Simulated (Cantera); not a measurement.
An adiabatic, constant-volume homogeneous reactor starts with 12.5 % CH₄, 0.676 % C₂H₆, 13.0 % O₂, 73.8 % N₂, equivalence ratio 2.1, at 1298 K and 2330 Torr.

Detailed kinetics in Cantera: GRI-Mech 3.0 (53 species, 325 reactions).

One state of this run: T (K) = 2377; P (bar) = 6.52; x CH₄ = 7.50e-10; x C₂H₆ = <1e-12; x O₂ = 6.89e-7; x CH₃ = 2.06e-10; x C₂H = <1e-12; x H₂O₂ = 1.06e-9. x: mole fraction; the columns are a selection and need not sum to one.

Which value of t (s) does it belong to?
A) 0.0735
B) 0.000493
C) 6.66e-5
D) 2.45e-5

A, 0.0735
